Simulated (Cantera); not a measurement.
An adiabatic, constant-volume homogeneous reactor starts with CO : H2 : CH4 : O2 : N2 = 1 : 0.29 : 0.25 : 2.04 : 14.5 (molar parts), at 1275 K and 1.01 bar.

Detailed kinetics in Cantera: GRI-Mech 3.0 (53 species, 325 reactions).

Q: Predict: time of steepest temperature rise; temperature at 5.00 s; equilibrium temperature; x(CO) at 5.00 s; x(H2) at 5.00 s; x(NO) at 5.00 s; x(H2O) at 5.00 s.

A: 
| Quantity | Result |
|---|---|
| time of steepest temperature rise | 0.306 ms |
| temperature at 5.00 s | 2271 K |
| equilibrium temperature | 2271 K |
| x(CO) at 5.00 s | 0.00233 (gas-phase equilibrium 0.00233) |
| x(H2) at 5.00 s | 0.000266 (gas-phase equilibrium 0.000266) |
| x(NO) at 5.00 s | 0.00724 (gas-phase equilibrium 0.00724) |
| x(H2O) at 5.00 s | 0.0436 (gas-phase equilibrium 0.0436) |
